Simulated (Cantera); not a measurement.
Cantera run:

```python
import numpy as np
import cantera as ct

gas_names = """
    Mg MgO MgS Mg2 O O2 O3 S SO SO2 SO3 S2 S2O S8
""".split()
cond_names = """
    Mg(cr) Mg(L) MgO(s) MgO(L) MgS(s) MgSO4(s) MgSO4(L) S(cr1) S(cr2) S(L)
""".split()


# ... load() reads the species with a 1 bar reference pressure and builds the phases ...
atoms = {
    'MgO': {'Mg': 1, 'O': 1},
    'SO2': {'S': 1, 'O': 2},
    'O2': {'O': 2},
}
top_T = {'MgS(s)': 2250}  # K; cautious upper limits of use, not melting points


# ... equilibrate(T, P, feed) seeds the gas with the atoms and calls Mixture.equilibrate('TP', solver="vcs", rtol=1e-11, max_steps=5000) ...
results = []
feed = {'MgO': 1, 'SO2': 1.2, 'O2': 7.5}  # mol
T = 1448  # K
P = 13000  # Pa
mix = equilibrate(T, P, feed)
results.append((T, P, feed, dict(zip(mix.species_names, mix.species_moles))))
print(gas.report(threshold=1e-06))
for i in range(1, mix.n_phases):
    print(f"{mix.phase(i).name:16s} {mix.phase_moles(i):12.5e} mol")
```

Output:

```
       temperature   1448 K
          pressure   13000 Pa
           density   0.03937 kg/m^3
  mean mol. weight   36.461 kg/kmol
   phase of matter   gas

                          1 kg             1 kmol
                     ---------------   ---------------
          enthalpy             10306        3.7577e+05  J
   internal energy       -3.1989e+05       -1.1664e+07  J
           entropy            7867.5        2.8685e+05  J/K
    Gibbs function       -1.1382e+07       -4.1499e+08  J
 heat capacity c_p            1075.7             39221  J/K
 heat capacity c_v            847.66             30906  J/K

                      mass frac. Y      mole frac. X     chem. pot. / RT
                     ---------------   ---------------   ---------------
                 O         2.204e-06        5.0229e-06           -14.929
                O2           0.75641           0.86191           -29.858
               SO2           0.23867           0.13585           -63.011
               SO3         0.0049143         0.0022381            -77.94
     [  +10 minor]        7.9545e-08        6.0349e-08

Mg(L)             0.00000e+00 mol
MgO(s)            1.00000e+00 mol
MgS(s)            0.00000e+00 mol
MgSO4(L)          0.00000e+00 mol
S(L)              0.00000e+00 mol
```

Method: chemical equilibrium by Gibbs-energy minimisation in Cantera with the NASA 1993 tables (ideal gas, pure condensed phases).
